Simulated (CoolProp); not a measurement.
Properties of C3F8 (R218) along the isotherm 330.3 K (Tc = 345.0 K, pc = 2.640 MPa, ω = 0.317).

The numbers come from the reference Helmholtz-energy equation of state, Lemmon 2006 in CoolProp. It is a short technical equation, of lower accuracy than the large ones.

```json
[
 {"p (MPa)": "0.66", "phase": "gas", "Z": "0.8950", "cp (kJ/(kg K))": "0.8868", "isothermal compressibility (1/MPa)": "1.714", "viscosity (µPa s)": "13.8", "conductivity (mW/(m K))": "?"},
 {"p (MPa)": "1.32", "phase": "gas", "Z": "0.7581", "cp (kJ/(kg K))": "1.006", "isothermal compressibility (1/MPa)": "1.084", "viscosity (µPa s)": "14.7", "conductivity (mW/(m K))": "16.8"},
 {"p (MPa)": "1.98", "phase": "liquid", "Z": "0.1257", "cp (kJ/(kg K))": "1.577", "isothermal compressibility (1/MPa)": "0.07773", "viscosity (µPa s)": "93.0", "conductivity (mW/(m K))": "37.8"},
 {"p (MPa)": "2.64", "phase": "liquid", "Z": "0.1612", "cp (kJ/(kg K))": "1.402", "isothermal compressibility (1/MPa)": "0.04662", "viscosity (µPa s)": "103", "conductivity (mW/(m K))": "38.8"},
 {"p (MPa)": "3.3", "phase": "liquid", "Z": "0.1963", "cp (kJ/(kg K))": "1.323", "isothermal compressibility (1/MPa)": "?", "viscosity (µPa s)": "?", "conductivity (mW/(m K))": "39.8"},
 {"p (MPa)": "3.96", "phase": "liquid", "Z": "0.2308", "cp (kJ/(kg K))": "1.276", "isothermal compressibility (1/MPa)": "0.02726", "viscosity (µPa s)": "116", "conductivity (mW/(m K))": "40.6"},
 {"p (MPa)": "4.62", "phase": "liquid", "Z": "0.2649", "cp (kJ/(kg K))": "1.243", "isothermal compressibility (1/MPa)": "0.02282", "viscosity (µPa s)": "122", "conductivity (mW/(m K))": "?"},
 {"p (MPa)": "5.28", "phase": "liquid", "Z": "0.2986", "cp (kJ/(kg K))": "1.219", "isothermal compressibility (1/MPa)": "0.01970", "viscosity (µPa s)": "127", "conductivity (mW/(m K))": "42.1"},
 {"p (MPa)": "5.94", "phase": "liquid", "Z": "0.3318", "cp (kJ/(kg K))": "?", "isothermal compressibility (1/MPa)": "0.01738", "viscosity (µPa s)": "?", "conductivity (mW/(m K))": "42.8"},
 {"p (MPa)": "6.6", "phase": "liquid", "Z": "0.3647", "cp (kJ/(kg K))": "1.185", "isothermal compressibility (1/MPa)": "0.01557", "viscosity (µPa s)": "137", "conductivity (mW/(m K))": "43.4"}
]
```

Complete the blanks.


- 0.66, conductivity (mW/(m K)): 15.3
- 3.3, isothermal compressibility (1/MPa): 0.03416
- 3.3, viscosity (µPa s): 110
- 4.62, conductivity (mW/(m K)): 41.4
- 5.94, cp (kJ/(kg K)): 1.200
- 5.94, viscosity (µPa s): 132

Viscosity comes from a separate model (Huber 2003), an estimate that may be off by 10 % or more. Thermal conductivity comes from a separate model (Huber 2003), an estimate that may be off by 10 % or more.
